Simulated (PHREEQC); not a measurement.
Solution (75 °C): 0.21 mol/kgw Li2SO4. Closed to the air; pH follows from the charge balance.

Computed with PHREEQC (ion-association model, wateq4f.dat).

Problem. The ionic strength comes out as 0.535 mol/kgw. What activity coefficients do Li+, OH-, LiSO4-, SO4-2, HSO4- get?

Solution. Li+ 0.68, OH- 0.60, LiSO4- 0.65, SO4-2 0.17, HSO4- 0.64.

No solid was allowed to form. Constants without temperature data keep their 25 °C values here.
